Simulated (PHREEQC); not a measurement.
Make-up at 20 °C and 10 atm: 0.0024 mol Cu(BF4)2 and 0.017 mol HNO3 per kg of water. Closed to the air; pH follows from the charge balance.

The numbers come from PHREEQC with the ion-association model, phreeqc.dat.

This is a speciation only: nothing precipitates in the calculation.

### Question
What pH, ionic strength does the model give?

### Answer
pH 1.85; ionic strength 0.0233 mol/kgw.

### Question
In which forms is B present?

### Answer
BF4- 69 %, H3BO3 25 %, BF3OH- 4.7 %, BF2(OH)2- 1.1 % of the B.

Real BF4- forms and hydrolyses slowly; the run takes it at equilibrium.
